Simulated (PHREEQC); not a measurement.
KOH is added in steps, without added water, to 1 kg of water holding 1.4 mmol/kgw Pb(NO3)2, 110 mmol/kgw KNO3 and 0.34 mmol/kgw Na2SO4, at 25 °C. O2 is buffered at 0.21 atm. CO2 from the air is kept out. Solids allowed: Anglesite, Pb(OH)2. Others were left out.

Base run: PHREEQC, ion-association model, phreeqc.dat. Each further column changes one thing. The table gives pH.

| KOH added (mol) | base | metal-ligand complexes left out | Davies equation for every ion | Debye-Hückel limiting law | database wateq4f.dat |
|---|---|---|---|---|---|
| 0 | 5.60 | 5.52 | 5.62 | 5.67 | 5.53 |
| 0.001417 | 5.98 | 5.92 | 5.98 | 6.07 | 8.28 |
| 0.002833 | 9.40 | 9.40 | 9.41 | 9.35 | 10.57 |
| 0.004958 | 11.21 | 11.21 | 11.22 | 11.16 | 11.17 |
| 0.006375 | 11.42 | 11.42 | 11.44 | 11.38 | 11.37 |
| 0.007792 | 11.57 | 11.57 | 11.58 | 11.52 | 11.50 |
| 0.009208 | 11.68 | 11.68 | 11.69 | 11.63 | 11.60 |
| 0.01063 | 11.76 | 11.76 | 11.78 | 11.71 | 11.67 |
| 0.01204 | 11.83 | 11.83 | 11.85 | 11.78 | 11.73 |
| 0.01417 | 11.92 | 11.92 | 11.94 | 11.87 | 11.82 |
| 0.01558 | 11.97 | 11.97 | 11.99 | 11.92 | 11.89 |
| 0.017 | 12.02 | 12.02 | 12.03 | 11.97 | 11.94 |

The database's Pb(OH)2 solid is less soluble than what usually precipitates.  phreeqc.dat and wateq4f.dat share most of their constants, so their agreement is no independent check. Solids allowed in the column 'database wateq4f.dat': Litharge, Anglesite, Larnakite, Mirabilite.
